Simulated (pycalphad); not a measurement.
Computed with pycalphad from the COST 507 light-alloy database (1999), at 1 atm. The data set is of 1999 and partly superseded. Amounts are mole fractions of atoms.

Give the equilibrium state of Si-2.22V (at.%) at 1475 K.


```
T = 1475.00 K, P = 101325 Pa, N = 1 mol of atoms
G = -58386 J/mol, H = 27359 J/mol, S = 58.13 J/(mol K)  (SER reference)
chemical potentials (J/mol): Si -55512, V -184987
phase             fraction      x(Si)       x(V)
DIAMOND_A4          0.9334     1.0000       none
SI2V                0.0666     0.6667     0.3333
```

Database names, with the compositions (at.%) that they take in these runs: SI2V: Si 67 V 33. DIAMOND_A4 is diamond (Si). An entry "none" or "no" means that the model of the phase leaves that element out.
